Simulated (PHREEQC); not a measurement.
**Alkaline etch or developer**

Solution (25 °C): 0.00099 mol NaOH, 0.00011 mol NaAlO2 and 0.013 mol Na2CO3 per kg of water. Closed to the air; pH follows from the charge balance.

Equilibrium calculation in PHREEQC: ion-association model, phreeqc.dat.

This is a speciation only: nothing precipitates in the calculation.

Problem. What pH does the model give?

Solution. pH 11.18.

Problem. In which forms is Na present?

Solution. Na+ 91 %, NaCO3- 8.7 % of the Na.
